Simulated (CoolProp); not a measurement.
A simple Rankine cycle with R227EA: condensing at 306.15 K, boiler at 1.65 MPa, turbine inlet 362.7 K, turbine efficiency 0.8, pump efficiency 0.6, no recuperator. Each further row changes one setting.

Model: reference Helmholtz-energy equation of state, Lemmon 2016, in CoolProp.

```
case                             thermal efficiency (%)  net work (kJ/kg)  heat in (kJ/kg)  turbine exit temperature (K)  volume ratio over the turbine
-------------------------------  ----------------------  ----------------  ---------------  ----------------------------  -----------------------------
as stated                                           7.1              10.4              145                         336.2                           3.24
turbine inlet 382.7 K                               7.0              11.7              167                         358.2                           3.09
condensing temperature 298.15 K                     8.4              13.0              154                         331.5                           4.15
boiler pressure 1.15 MPa                            5.0              7.58              152                         347.3                           2.09
turbine efficiency 0.7                              6.1              8.90              145                         337.8                           3.27
```
